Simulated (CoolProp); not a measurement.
n-perfluoropentane at 293.15 K and 0.0301 MPa is compressed adiabatically to 0.194 MPa with isentropic efficiency 0.7. Each further row changes one setting.

Computed with CoolProp (reference Helmholtz-energy equation of state, Gao 2022).

| case | work (kJ/kg) | final temperature (K) | final phase | final density (kg/m³) |
|---|---|---|---|---|
| as stated | 22.2 | 323.1 | gas | ___ |
| efficiency 1 | 15.5 | ___ | two-phase, vapour fraction 0.937 | 24.5 |
| efficiency 0.65 | 23.9 | ___ | gas | ___ |

**Question.** Complete the blanks.

**Answer.** 
- as stated, final density (kg/m³): 22.8
- efficiency 1, final temperature (K): 321.5
- efficiency 0.65, final temperature (K): 325.0
- efficiency 0.65, final density (kg/m³): 22.6
